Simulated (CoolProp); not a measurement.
Vapour-liquid equilibrium of benzene (1) + p-xylene (2) at 31.55 °C; x and y are mole fractions of (1).

Model: multi-fluid Helmholtz-energy mixture model, Thol 2012 and Zhou 2012; pair parameters Bell 2016, in CoolProp.

```
x     bubble pressure, mixture model (kPa)  bubble pressure, Raoult's law (kPa)  y, mixture model  y, Raoult's law
----  ------------------------------------  -----------------------------------  ----------------  ---------------
0.05                                 2.413                                2.467             0.330            0.346
0.2                                  4.659                                4.768             0.709            0.715
0.35                                 6.992                                7.070             0.843            0.844
0.5                                  9.343                                9.372             0.910            0.909
0.65                                 11.67                                11.67             0.949            0.949
0.8                                  13.98                                13.98             0.976            0.976
0.95                                 16.27                                16.28             0.995            0.995
```

The largest gap from Raoult's law is -2.3 % in bubble pressure, at x = 0.2. No azeotrope shows between x = 0.05 and 0.95.

The pair parameters rest on a limited set of measurements; away from them the model extrapolates.
